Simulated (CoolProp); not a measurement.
R236EA at 298.15 K and 0.0776 MPa is compressed adiabatically to 0.495 MPa with isentropic efficiency 0.8. Each further row changes one setting.

Values from CoolProp's reference Helmholtz-energy equation of state, Rui 2013.

| case | work (kJ/kg) | final temperature (K) | final density (kg/m³) |
|---|---|---|---|
| as stated | 37.9 | 347.2 | 29.0 |
| efficiency 1 | 30.3 | 339.5 | 30.0 |
| efficiency 0.65 | 46.6 | 356.0 | 28.0 |
